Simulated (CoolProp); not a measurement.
Properties of decamethyltetrasiloxane (MD2M) along the isotherm 131.95 °C (Tc = 326.2 °C, pc = 1.144 MPa, ω = 0.635).

Model: reference Helmholtz-energy equation of state, Thol 2017, in CoolProp.

```tsv
p (MPa)	phase	density (kg/m³)	cp (kJ/(kg K))	isothermal compressibility (1/MPa)	expansivity (1/kK)	fugacity coefficient
0.0181	liquid	739.5	1.976	0.004284	1.462	0.8821
0.0343	liquid	739.6	1.976	0.004280	1.461	0.4664
0.065	liquid	739.7	1.976	0.004273	1.460	0.2471
0.123	liquid	739.9	1.976	0.004260	1.458	0.1315
0.234	liquid	740.2	1.976	0.004236	1.453	0.07010
0.443	liquid	740.9	1.975	0.004191	1.443	0.03800
0.84	liquid	742.1	1.973	0.004108	1.427	0.02106
1.59	liquid	744.3	1.971	0.003961	1.396	0.01221
3.02	liquid	748.4	1.967	0.003714	1.345	0.007671
5.72	liquid	755.6	1.960	0.003332	1.263	0.005640
```
